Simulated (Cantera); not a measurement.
Input: 1 mol Pb, 1.3 mol O₂, 24 mol N₂, held at 3.20 mbar.

These are equilibrium values from Cantera (NASA tables, ideal gas, pure condensed phases), not measurements of a reactor. Candidate condensed phases: Pb, PbO, PbO₂, Pb₃O₄; 12 gas species. Gases not in the tables: (PbO)n polymers. Rates play no part.

Problem. Which condensed phases are stable at each of these points (T (K)): 673, 723, 773, 823, 873, 923, 973, 1023, 1073, 1123, 1173, 1223, 1273, 1323?

Solution. 
```csv
T (K),condensed phases,Pb condensed (%)
673,PbO(red),100.0
723,PbO(red),100.0
773,PbO(yellow),100.0
823,PbO(yellow),100.0
873,PbO(yellow),100.0
923,PbO(yellow),100.0
973,PbO(yellow),99.9
1023,PbO(yellow),99.5
1073,PbO(yellow),97.7
1123,PbO(yellow),91.0
1173,PbO(l),68.8
1223,PbO(l),8.4
1273,gas only,0.0
1323,gas only,0.0
```

From 673 K to 723 K the condensed part is PbO(red). From 773 K to 1123 K the condensed part is PbO(yellow). From 1173 K to 1223 K the condensed part is PbO(l). From 1273 K to 1323 K nothing is condensed.
